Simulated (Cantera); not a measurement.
Stirred combustor or abatement burner

A perfectly stirred reactor is fed with 9.05 % CH4, 3.98 % CO, 18.3 % O2, 68.7 % N2, equivalence ratio 1.1, at 1950 Torr; it is adiabatic with a 625 K inlet, and is followed from long to short residence time, starting on the burning branch (τ in s: 0.047, 0.021, 0.0097, 0.0044, 0.002, 0.00091, 0.00041, 0.00019, 8.5e-05, 3.8e-05, 1.7e-05).

Detailed kinetics in Cantera: GRI-Mech 3.0 (53 species, 325 reactions).

| τ (s) | T (K) | x CH4 | x CO | x O2 | x O | x OH |
|---|---|---|---|---|---|---|
| 0.047 | 2432 | 2.25e-6 | 0.0343 | 0.00247 | 0.000350 | 0.00410 |
| 0.021 | 2426 | 4.58e-6 | 0.0347 | 0.00283 | 0.000401 | 0.00436 |
| 0.0097 | 2415 | 8.64e-6 | 0.0355 | 0.00344 | 0.000490 | 0.00477 |
| 0.0044 | 2396 | 1.58e-5 | 0.0369 | 0.00442 | 0.000648 | 0.00538 |
| 0.0020 | 2367 | 2.79e-5 | 0.0389 | 0.00586 | 0.000907 | 0.00618 |
| 0.00091 | 2326 | 4.90e-5 | 0.0416 | 0.00781 | 0.00131 | 0.00712 |
| 0.00041 | 2273 | 8.78e-5 | 0.0450 | 0.0103 | 0.00188 | 0.00807 |
| 0.00019 | 2212 | 0.000161 | 0.0488 | 0.0132 | 0.00256 | 0.00881 |
| 8.5e-5 | 2138 | 0.000324 | 0.0536 | 0.0171 | 0.00328 | 0.00916 |
| 3.8e-5 | 2053 | 0.000754 | 0.0605 | 0.0229 | 0.00363 | 0.00865 |
| 1.7e-5 | 625 | 0.0905 | 0.0398 | 0.183 | <1e-12 | <1e-12 |
x: mole fraction; the columns are a selection and need not sum to one.
